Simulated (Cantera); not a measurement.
Charge: 1 mol MgO, 0.095 mol Cl₂, 0.039 mol N₂, held at 1102 °C.

These are equilibrium values from Cantera (NASA tables, ideal gas, pure condensed phases), not measurements of a reactor. Candidate condensed phases: Mg, MgCl₂, MgO; 18 gas species. Mutual solubility and eutectic melting of coexisting phases are not modelled. Kinetics and transport are ignored.

Problem. What share of the Mg ends up in condensed phases as a function of P (Pa), at 1000, 4000, 16000, 63000, 250000, 1000000?

Solution. 
```tsv
P (Pa)	Mg condensed (%)	as
1000	95.4	MgO(s)
4000	96.5	MgO(s)
16000	97.5	MgO(s)
63000	98.3	MgO(s)
250000	99.6	MgCl₂(l) + MgO(s)
1000000	99.9	MgCl₂(l) + MgO(s)
```
